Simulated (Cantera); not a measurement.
Cantera with NASA thermochemical tables; ideal gases at 1 bar, condensed phases pure. Values are per mole of reaction as written; species without (g) are pure solids or liquids, kept so even where they would boil at 1 bar. TaC: taken at fixed stoichiometry.

Q: Between 300 and 1473 K, where is each reaction favourable under standard conditions?
- 4 Ta₂O₅ + 8 C + 5 N₂(g) = 10 NO₂(g) + 8 TaC

A: 
- 4 Ta₂O₅ + 8 C + 5 N₂(g) = 10 NO₂(g) + 8 TaC: ΔG° is 7024 kJ at 300 K and 5782 kJ at 1473 K; it stays positive (K < 1). ΔH° is 7234 kJ and ΔS° 986 J/K at 1473 K.
